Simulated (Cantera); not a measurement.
An adiabatic, constant-pressure homogeneous reactor starts with CH4 : H2 : O2 : N2 = 1 : 0.069 : 3.57 : 13.4 (molar parts), equivalence ratio 0.57, at 1598 K and 2.96 atm. Integrator tolerance rtol = 1e-08.

Model: GRI-Mech 3.0 (53 species, 325 reactions), integrated in Cantera.

Question: What does this change do: pressure from 2.96 atm to 25.7 atm?

Answer: 
| quantity | before | after |
|---|---|---|
| time of steepest temperature rise | 0.136 ms | 24.1 µs |
| temperature at 3.00 s | 2588 K | 2646 K |
| equilibrium temperature | 2588 K | 2646 K |
| x(CH4) at 3.00 s | <1e-12 (gas-phase equilibrium <1e-12) | <1e-12 (gas-phase equilibrium <1e-12) |
| x(H2) at 3.00 s | 0.00200 (gas-phase equilibrium 0.00200) | 0.000910 (gas-phase equilibrium 0.000910) |
| x(O2) at 3.00 s | 0.0763 (gas-phase equilibrium 0.0763) | 0.0755 (gas-phase equilibrium 0.0755) |
| x(H) at 3.00 s | 0.000949 (gas-phase equilibrium 0.000949) | 0.000275 (gas-phase equilibrium 0.000275) |
| x(HCN) at 3.00 s | 2.68e-11 (gas-phase equilibrium 2.68e-11) | 3.33e-11 (gas-phase equilibrium 3.33e-11) |
The pressure lies above the range GRI-Mech 3.0 was tuned for (to about 10 atm).

Question: What does this change do: pressure from 2.96 atm to 22.7 atm?

Answer: 
```
quantity                                                              before                                      after
---------------------------------  -----------------------------------------  -----------------------------------------
time of steepest temperature rise                                   0.136 ms                                    26.6 µs
temperature at 3.00 s                                                 2588 K                                     2643 K
equilibrium temperature                                               2588 K                                     2643 K
x(CH4) at 3.00 s                       <1e-12 (gas-phase equilibrium <1e-12)      <1e-12 (gas-phase equilibrium <1e-12)
x(H2) at 3.00 s                      0.00200 (gas-phase equilibrium 0.00200)  0.000956 (gas-phase equilibrium 0.000956)
x(O2) at 3.00 s                        0.0763 (gas-phase equilibrium 0.0763)      0.0755 (gas-phase equilibrium 0.0755)
x(H) at 3.00 s                     0.000949 (gas-phase equilibrium 0.000949)  0.000296 (gas-phase equilibrium 0.000296)
x(HCN) at 3.00 s                   2.68e-11 (gas-phase equilibrium 2.68e-11)  3.32e-11 (gas-phase equilibrium 3.32e-11)
```
The pressure lies above the range GRI-Mech 3.0 was tuned for (to about 10 atm).
